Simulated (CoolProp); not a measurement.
Oxygen along the isobar 5950 kPa: fugacity coefficient from the reference equation and from simpler models built on Tc = 154.6 K, pc = 5046 kPa, ω = 0.022; each cubic takes its own stable root.

Values from CoolProp's reference Helmholtz-energy equation of state, Schmidt 1985. Above 300 K oxygen's equation is extrapolated.

```json
[
 {"T (K)": "125.1", "phase": "liquid", "reference": "0.2208", "van der Waals": "0.3290", "Redlich-Kwong": "0.2206", "Soave-Redlich-Kwong": "0.2243", "Peng-Robinson": "0.2168"},
 {"T (K)": "139", "phase": "liquid", "reference": "0.3795", "van der Waals": "0.4651", "Redlich-Kwong": "0.3849", "Soave-Redlich-Kwong": "0.3855", "Peng-Robinson": "0.3711"},
 {"T (K)": "152.9", "phase": "liquid", "reference": "0.5643", "van der Waals": "0.6038", "Redlich-Kwong": "0.5680", "Soave-Redlich-Kwong": "0.5678", "Peng-Robinson": "0.5461"},
 {"T (K)": "166.8", "phase": "supercritical", "reference": "0.6992", "van der Waals": "0.7092", "Redlich-Kwong": "0.6957", "Soave-Redlich-Kwong": "0.6968", "Peng-Robinson": "0.6708"},
 {"T (K)": "180.7", "phase": "supercritical", "reference": "0.7682", "van der Waals": "0.7673", "Redlich-Kwong": "0.7638", "Soave-Redlich-Kwong": "0.7663", "Peng-Robinson": "0.7396"},
 {"T (K)": "194.7", "phase": "supercritical", "reference": "0.8176", "van der Waals": "0.8097", "Redlich-Kwong": "0.8129", "Soave-Redlich-Kwong": "0.8169", "Peng-Robinson": "0.7905"},
 {"T (K)": "208.6", "phase": "supercritical", "reference": "0.8545", "van der Waals": "0.8422", "Redlich-Kwong": "0.8497", "Soave-Redlich-Kwong": "0.8552", "Peng-Robinson": "0.8294"},
 {"T (K)": "222.5", "phase": "supercritical", "reference": "0.8832", "van der Waals": "0.8679", "Redlich-Kwong": "0.8783", "Soave-Redlich-Kwong": "0.8850", "Peng-Robinson": "0.8602"},
 {"T (K)": "236.4", "phase": "supercritical", "reference": "0.9058", "van der Waals": "0.8888", "Redlich-Kwong": "0.9009", "Soave-Redlich-Kwong": "0.9087", "Peng-Robinson": "0.8849"},
 {"T (K)": "250.3", "phase": "supercritical", "reference": "0.9241", "van der Waals": "0.9059", "Redlich-Kwong": "0.9190", "Soave-Redlich-Kwong": "0.9277", "Peng-Robinson": "0.9050"},
 {"T (K)": "264.3", "phase": "supercritical", "reference": "0.9389", "van der Waals": "0.9201", "Redlich-Kwong": "0.9338", "Soave-Redlich-Kwong": "0.9432", "Peng-Robinson": "0.9216"},
 {"T (K)": "278.2", "phase": "supercritical", "reference": "0.9510", "van der Waals": "0.9320", "Redlich-Kwong": "0.9458", "Soave-Redlich-Kwong": "0.9558", "Peng-Robinson": "0.9352"},
 {"T (K)": "292.1", "phase": "supercritical", "reference": "0.9611", "van der Waals": "0.9420", "Redlich-Kwong": "0.9557", "Soave-Redlich-Kwong": "0.9661", "Peng-Robinson": "0.9466"},
 {"T (K)": "306", "phase": "supercritical", "reference": "0.9694", "van der Waals": "0.9505", "Redlich-Kwong": "0.9639", "Soave-Redlich-Kwong": "0.9747", "Peng-Robinson": "0.9561"},
 {"T (K)": "319.9", "phase": "supercritical", "reference": "0.9764", "van der Waals": "0.9578", "Redlich-Kwong": "0.9708", "Soave-Redlich-Kwong": "0.9818", "Peng-Robinson": "0.9642"},
 {"T (K)": "333.9", "phase": "supercritical", "reference": "0.9823", "van der Waals": "0.9641", "Redlich-Kwong": "0.9767", "Soave-Redlich-Kwong": "0.9878", "Peng-Robinson": "0.9710"}
]
```
